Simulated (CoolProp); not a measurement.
Vapour-liquid equilibrium of ethanol (1) + n-octane (2) at 451.2 K; x and y are mole fractions of (1).

The numbers come from the multi-fluid Helmholtz-energy mixture model, Schroeder 2014 and Beckmüller 2019; pair parameters Bell 2016 in CoolProp.

```tsv
x	bubble pressure, mixture model (bar)	bubble pressure, Raoult's law (bar)	y, mixture model	y, Raoult's law
0.05	5.892	4.342	?	0.219
0.2	10.35	6.655	0.645	0.571
0.35	12.74	8.968	?	0.741
0.5	14.38	11.28	0.772	0.842
0.65	?	13.59	?	0.908
0.8	17.24	15.91	0.884	0.955
0.95	?	18.22	0.967	0.990
```

Task: What belongs in the gaps?

Result: 
- 0.05, y, mixture model: 0.377
- 0.35, y, mixture model: 0.722
- 0.65, bubble pressure, mixture model (bar): 15.83
- 0.65, y, mixture model: 0.822
- 0.95, bubble pressure, mixture model (bar): 18.58

The largest gap from Raoult's law is +55.5 % in bubble pressure, at x = 0.2. No azeotrope shows between x = 0.05 and 0.95.

Pair parameters are fitted to limited data, so mixtures are less certain than the pure fluids. With so large a gap from Raoult's law the liquid may split in two, which this calculation doesn't test in full.
